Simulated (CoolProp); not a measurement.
Vapour-liquid equilibrium of C2F6 (R116) (1) + R22 (2) at 317 kPa; x and y are mole fractions of (1).

The numbers come from the multi-fluid Helmholtz-energy mixture model, Lemmon 2006 and Kamei 1995; pair parameters Bell 2016 in CoolProp.

```tsv
x	bubble temperature, mixture model (K)	bubble temperature, Raoult's law (K)	y, mixture model	y, Raoult's law
0.05	245.1	256.0	?	0.180
0.15	230.9	249.1	0.716	0.438
0.25	226.1	243.4	0.785	0.607
0.35	224.2	238.6	0.810	0.723
0.45	223.3	234.5	0.823	0.806
0.55	222.6	231.0	?	0.865
0.65	221.9	227.8	0.850	0.910
0.75	?	225.1	?	0.944
0.85	220.3	222.6	0.907	0.970
0.95	219.6	220.3	0.962	0.991
```

**Question.** Complete the blanks.

**Answer.** 
- 0.05, y, mixture model: 0.444
- 0.55, y, mixture model: 0.835
- 0.75, bubble temperature, mixture model (K): 221.1
- 0.75, y, mixture model: 0.873

The largest gap from Raoult's law is -18.2 K in bubble temperature, at x = 0.15. No azeotrope shows between x = 0.05 and 0.95.

The pair parameters rest on a limited set of measurements; away from them the model extrapolates. With so large a gap from Raoult's law the liquid may split in two, which this calculation doesn't test in full.
